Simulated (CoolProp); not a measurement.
Values from CoolProp's reference Helmholtz-energy equation of state, Lemmon 2006. It is a short technical equation, of lower accuracy than the large ones.

Problem. Give the vapour pressure (kPa), vapour Z, surface tension (mN/m) of saturated carbon monoxide at -193.65, -189.75, -185.85 °C.

Solution. 
```tsv
T (°C)	p (kPa)	vapour Z	surface tension (mN/m)
-193.65	78.9	0.966	9.98
-189.75	123	0.953	9.14
-185.85	184	0.937	8.32
```

Surface tension comes from a separate correlation (Mulero 2012).
